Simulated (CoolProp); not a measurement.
Vapour-liquid equilibrium of sulfur hexafluoride (1) + R113 (2) at 243.1 K; x and y are mole fractions of (1).

Values from CoolProp's multi-fluid Helmholtz-energy mixture model, Guder 2009 and Marx 1992; pair parameters Bell 2016.

```json
[
 {"x": "0.05", "bubble pressure, mixture model (MPa)": "0.06322", "bubble pressure, Raoult's law (MPa)": "0.02725", "y, mixture model": "0.955", "y, Raoult's law": "0.902"},
 {"x": "0.15", "bubble pressure, mixture model (MPa)": "0.09456", "bubble pressure, Raoult's law (MPa)": "0.07612", "y, mixture model": "0.970", "y, Raoult's law": "0.969"},
 {"x": "0.25", "bubble pressure, mixture model (MPa)": "0.1024", "bubble pressure, Raoult's law (MPa)": "0.1250", "y, mixture model": "0.973", "y, Raoult's law": "0.983"},
 {"x": "0.35", "bubble pressure, mixture model (MPa)": "0.1138", "bubble pressure, Raoult's law (MPa)": "0.1739", "y, mixture model": "0.977", "y, Raoult's law": "0.989"},
 {"x": "0.45", "bubble pressure, mixture model (MPa)": "0.1353", "bubble pressure, Raoult's law (MPa)": "0.2227", "y, mixture model": "0.982", "y, Raoult's law": "0.993"},
 {"x": "0.55", "bubble pressure, mixture model (MPa)": "0.1708", "bubble pressure, Raoult's law (MPa)": "0.2716", "y, mixture model": "0.988", "y, Raoult's law": "0.995"},
 {"x": "0.65", "bubble pressure, mixture model (MPa)": "0.2237", "bubble pressure, Raoult's law (MPa)": "0.3205", "y, mixture model": "0.994", "y, Raoult's law": "0.997"},
 {"x": "0.75", "bubble pressure, mixture model (MPa)": "0.2952", "bubble pressure, Raoult's law (MPa)": "0.3693", "y, mixture model": "0.997", "y, Raoult's law": "0.998"},
 {"x": "0.85", "bubble pressure, mixture model (MPa)": "0.3793", "bubble pressure, Raoult's law (MPa)": "0.4182", "y, mixture model": "0.999", "y, Raoult's law": "0.999"},
 {"x": "0.95", "bubble pressure, mixture model (MPa)": "0.4595", "bubble pressure, Raoult's law (MPa)": "0.4671", "y, mixture model": "1.000", "y, Raoult's law": "1.000"}
]
```

The largest gap from Raoult's law is +132.0 % in bubble pressure, at x = 0.05. No azeotrope shows between x = 0.05 and 0.95.

The pair parameters rest on a limited set of measurements; away from them the model extrapolates. The gap from Raoult's law changes sign with composition, which may be real or a fault of the pair parameters; it wasn't checked against measurements. With so large a gap from Raoult's law the liquid may split in two, which this calculation doesn't test in full.
